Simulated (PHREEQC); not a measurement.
## Brackish or sea water: speciation

Model water analysis in mg/L, 25 °C, pH 7.01, pe 0.7:

```csv
constituent,mg/L
Na,6740
K,3740
Ca,621
Mg,1110
Cl,12500
S(6) as SO4,7850
Alkalinity as HCO3,0.0795
Li,9.96
```

Valence states are taken as typed.

The numbers come from PHREEQC with the ion-association model, phreeqc.dat.

Each row changes one thing in this solution. This is a speciation only: nothing precipitates in the calculation.

| case | ionic strength (mol/kgw) | Na+ (mol/kgw) | SO4-2 (mol/kgw) | Mg+2 (mol/kgw) | MgSO4 (mol/kgw) | NaSO4- (mol/kgw) | SI of Gypsum (CaSO4:2H2O) | SI of Halite (NaCl) |
|---|---|---|---|---|---|---|---|---|
| as made | 0.559 | 0.290 | 0.0451 | 0.0309 | 0.0163 | 0.0134 | -0.00 | -2.88 |
| S(6) from 7850 to 3920 mg/L | … | 0.295 | 0.0210 | … | 0.00956 | 0.00649 | -0.26 | -2.87 |
| Na from 6740 to 13500 mg/L | 0.713 | 0.589 | 0.0405 | 0.0336 | 0.0139 | 0.0227 | -0.08 | -2.58 |

Task: Some entries are withheld; supply them.

Result: 
- S(6) from 7850 to 3920 mg/L, ionic strength (mol/kgw): 0.526
- S(6) from 7850 to 3920 mg/L, Mg+2 (mol/kgw): 0.0374

The ionic strength passes 0.7 mol/kgw, the rough limit of the ion-association models, in Na from 6740 to 13500 mg/L.
